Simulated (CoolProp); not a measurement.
Nitrogen at 427.25 K and 3.64 MPa is throttled through a valve to 1.6 MPa with no heat exchange. Each further row changes one setting.

Computed with CoolProp (reference Helmholtz-energy equation of state, Span 2000).

```tsv
case	temperature change (K)	final density (kg/m³)
as stated	-1.5	12.6
outlet pressure 0.48 MPa	-2.4	3.80
outlet pressure 2.08 MPa	-1.1	16.3
```
